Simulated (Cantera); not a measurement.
Feed: 1 mol Ti(OiPr)4, 120 mol H2, held at 10.0 mbar.

These are equilibrium values from Cantera (NASA tables, ideal gas, pure condensed phases), not measurements of a reactor. Candidate condensed phases: C, C6H6, C7H8, C8H18, H2O, Ti, TiC, TiO, TiO2, Ti2O3, Ti3O5, Ti4O7; 113 gas species. The feed counts by its element totals alone. TiC: taken at fixed stoichiometry. Rates play no part.

x: gas mole fraction; n: condensed amount in mol.

| T (K) | x H2 | x CO | x H | x C2H2 (acetylene) | n C(graphite) | n TiC(s) |
|---|---|---|---|---|---|---|
| 1475 | 0.971 | 0.0290 | 0.000128 | 6.47e-6 | 6.99 | 1.00 |
| 1525 | 0.971 | 0.0290 | 0.000233 | 1.17e-5 | 6.99 | 1.00 |
| 1575 | 0.971 | 0.0290 | 0.000409 | 2.05e-5 | 6.99 | 1.00 |
| 1625 | 0.970 | 0.0290 | ? | ? | 6.99 | 1.00 |
| 1675 | 0.970 | 0.0290 | 0.00114 | 5.63e-5 | 6.98 | 1.00 |
| 1725 | 0.969 | 0.0290 | 0.00183 | 8.93e-5 | 6.97 | 1.00 |
| 1775 | 0.968 | 0.0289 | 0.00285 | 0.000138 | 6.96 | 1.00 |
| 1825 | 0.967 | 0.0289 | 0.00433 | 0.000208 | 6.94 | 1.00 |
| 1875 | 0.964 | 0.0289 | 0.00644 | 0.000306 | 6.91 | 1.000 |
| 1925 | 0.961 | 0.0288 | ? | ? | 6.88 | 1.000 |
| 1975 | 0.957 | 0.0288 | 0.0134 | 0.000622 | 6.83 | 1.000 |
| 2025 | 0.952 | 0.0287 | 0.0188 | 0.000861 | 6.76 | 1.000 |
| 2075 | 0.944 | 0.0286 | 0.0259 | 0.00117 | 6.67 | 1.000 |

Complete the blanks.


- 1925, x H: 0.00937
- 1925, x C2H2 (acetylene): 0.000440
- 1625, x H: 0.000695
- 1625, x C2H2 (acetylene): 3.45e-5
